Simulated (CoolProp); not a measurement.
R113 at 273.07 K and 0.00411 MPa is compressed adiabatically to 0.0108 MPa with isentropic efficiency 0.8. Each further row changes one setting.

Computed with CoolProp (reference Helmholtz-energy equation of state, Marx 1992).

| case | work (kJ/kg) | final temperature (K) | final density (kg/m³) |
|---|---|---|---|
| as stated | 15.1 | 297.1 | (withheld) |
| efficiency 1 | 12.1 | (withheld) | 0.837 |
| efficiency 0.65 | 18.6 | 302.4 | (withheld) |

Problem. Complete the blanks.

Solution. 
- as stated, final density (kg/m³): 0.824
- efficiency 1, final temperature (K): 292.4
- efficiency 0.65, final density (kg/m³): 0.809
